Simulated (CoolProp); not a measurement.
Ethanol along the isobar 36 MPa: Z from the reference equation and from simpler models built on Tc = 241.6 °C, pc = 6.268 MPa, ω = 0.644; each cubic takes its own stable root.

Computed with CoolProp (reference Helmholtz-energy equation of state, Schroeder 2014).

| T (°C) | phase | reference |
|---|---|---|
| 169.05 | liquid | 0.6535 |
| 175.65 | liquid | 0.6506 |
| 182.25 | liquid | 0.6481 |
| 188.85 | liquid | 0.6460 |
| 195.45 | liquid | 0.6443 |
| 202.05 | liquid | 0.6429 |
| 208.65 | liquid | 0.6419 |
| 215.25 | liquid | 0.6411 |
| 221.85 | liquid | 0.6408 |
| 228.45 | liquid | 0.6408 |
| 235.05 | liquid | 0.6411 |
| 241.65 | supercritical | 0.6418 |
| 248.25 | supercritical | 0.6429 |
| 254.85 | supercritical | 0.6444 |
| 261.45 | supercritical | 0.6463 |
| 268.05 | supercritical | 0.6487 |

Task: How far does each simpler model (Soave-Redlich-Kwong, Peng-Robinson) lie from the reference over these 16 states: mean and median of the absolute difference, and the worst?

Result: 
- Soave-Redlich-Kwong: mean 22.4 %, median 22.3 %, worst +24.4 % at 268.05 °C and 36 MPa
- Peng-Robinson: mean 9.7 %, median 9.5 %, worst +12.2 % at 268.05 °C and 36 MPa
